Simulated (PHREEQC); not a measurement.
Consider water at 25 °C with 0.0041 mol/kgw Pb(NO3)2, 0.00019 mol/kgw Ca(HCO3)2 and 0.00033 mol/kgw HBr. Closed to the air; pH follows from the charge balance.

Model: ion-association model, wateq4f.dat, run in PHREEQC.

Each row changes one thing in this solution. Precipitation was switched off in this run.

```tsv
case	pH	ionic strength (mol/kgw)	NO3- (mol/kgw)	Br- (mol/kgw)
as made	5.01	0.0122	0.00792	0.000289
HBr from 0.00033 to 0.000495 mol/kgw	…	0.0123	0.00792	0.000434
Pb(NO3)2 replaced by KNO3 at the same molality	…	…	0.00410	0.000330
Pb(NO3)2 from 0.0041 to 0.0082 mol/kgw	4.87	0.0232	0.0155	0.000267
Ca(HCO3)2 left out	3.52	0.0120	0.00792	0.000289
temperature from 25 to 10 °C	…	0.0122	0.00792	0.000297
temperature from 25 to 30 °C	4.99	0.0122	0.00792	…
```

### Question
Some entries are withheld; supply them.

### Answer

- HBr from 0.00033 to 0.000495 mol/kgw, pH: 3.96
- Pb(NO3)2 replaced by KNO3 at the same molality, pH: 5.53
- Pb(NO3)2 replaced by KNO3 at the same molality, ionic strength (mol/kgw): 0.00467
- temperature from 25 to 10 °C, pH: 5.10
- temperature from 25 to 30 °C, Br- (mol/kgw): 0.000287

Some of these states are supersaturated (in Cerrusite, for instance). Constants without temperature data keep their 25 °C values here.
